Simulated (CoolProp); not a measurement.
Vapour-liquid equilibrium of m-xylene (1) + o-xylene (2) at 16.7 bar; x and y are mole fractions of (1).

Model: multi-fluid Helmholtz-energy mixture model, Zhou 2012 and Zhou 2012; pair parameters Bell 2016, in CoolProp.

| x | bubble temperature (K) | y at the bubble point | dew temperature at overall composition x (K) | liquid density (mol/L) |
|---|---|---|---|---|
| 0.05 | 566.0 | 0.053 | 566.0 | 5.472 |
| 0.125 | 565.4 | 0.132 | 565.5 | 5.460 |
| 0.2 | 564.8 | 0.211 | 564.9 | 5.449 |
| 0.275 | 564.2 | 0.288 | 564.3 | 5.437 |
| 0.35 | 563.6 | 0.366 | 563.8 | 5.426 |
| 0.425 | 563.0 | 0.442 | 563.2 | 5.414 |
| 0.5 | 562.4 | 0.517 | 562.6 | 5.403 |
| 0.575 | 561.8 | 0.592 | 562.0 | 5.392 |
| 0.65 | 561.2 | 0.665 | 561.4 | 5.380 |
| 0.725 | 560.7 | 0.738 | 560.8 | 5.369 |
| 0.8 | 560.1 | 0.810 | 560.2 | 5.358 |
| 0.875 | 559.5 | 0.882 | 559.6 | 5.347 |
| 0.95 | 559.0 | 0.953 | 559.0 | 5.335 |

No azeotrope shows between x = 0.05 and 0.95.

Pair parameters are fitted to limited data, so mixtures are less certain than the pure fluids.
